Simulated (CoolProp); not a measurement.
Vapour-liquid equilibrium of CHF3 (R23) (1) + propylene (2) at -96.15 °C; x and y are mole fractions of (1).

Model: multi-fluid Helmholtz-energy mixture model, Penoncello 2003 and Lemmon 2013; pair parameters Bell 2016, in CoolProp.

| x | bubble pressure (MPa) | y at the bubble point | dew pressure at overall composition x (MPa) | liquid density (mol/L) |
|---|---|---|---|---|
| 0.05 | 0.01476 | 0.643 | 0.005769 | 16.04 |
| 0.15 | 0.02729 | 0.821 | 0.006432 | 16.43 |
| 0.25 | 0.03412 | 0.865 | 0.007267 | 16.84 |
| 0.35 | 0.03743 | 0.882 | 0.008349 | 17.28 |
| 0.45 | 0.03880 | 0.890 | 0.009807 | 17.76 |
| 0.55 | 0.03928 | 0.892 | 0.01188 | 18.28 |
| 0.65 | 0.03953 | 0.895 | 0.01504 | 18.85 |
| 0.75 | 0.03995 | 0.900 | 0.02045 | 19.48 |
| 0.85 | 0.04069 | 0.915 | 0.03149 | 20.18 |
| 0.95 | 0.04144 | 0.957 | 0.04139 | 20.97 |

No azeotrope shows between x = 0.05 and 0.95.

Pair parameters are fitted to limited data, so mixtures are less certain than the pure fluids. With so large a gap from Raoult's law the liquid may split in two, which this calculation doesn't test in full.
